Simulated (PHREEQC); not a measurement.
A column of 1 m (30 cells, dispersivity 0.035 m, 720 s a shift, diffusion coefficient 3e-10 m²/s) holds 0.018 eq of the database's cation exchanger X per kg of pore water, first in equilibrium with 0.0079 mol NH4Cl, 0.0087 mol LiCl and 1e-05 mol HCl per kg of water. It is flushed with 0.019 mol BaCl2 and 1e-05 mol HCl per kg of water, at 25 °C. Values are for the last cell. The system is closed to CO2. No solid was allowed to form.

Computed with PHREEQC (ion-association model, phreeqc.dat).

### Question
Predict Li in solution (mol/kgw), NH4 in solution (mol/kgw) at pore volumes = 2.117, 2.817.

### Answer
| pore volumes | Li in solution (mol/kgw) | NH4 in solution (mol/kgw) |
|---|---|---|
| 2.117 | 4.01e-5 | 0.000578 |
| 2.817 | 5.19e-7 | 1.59e-5 |
